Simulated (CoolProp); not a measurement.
2000 sccm (0 °C, 1 atm) of nitrogen bubbles through liquid o-xylene at 342.4 K and leaves saturated at a total pressure of 0.15 MPa (ideal gas phase). Each further row changes one setting.

Computed with CoolProp (reference Helmholtz-energy equation of state, Zhou 2012).

```csv
case,vapour pressure (kPa),mole fraction of vapour,delivery (mg/min),delivery (sccm),change of delivery for a bath 1 K warmer (%)
as stated,8.17,0.0545,546,115,4.6
bath temperature 347.4 K,10.1,0.0671,681,144,4.5
total pressure 0.3 MPa,8.17,0.0272,265,56.0,4.4
```
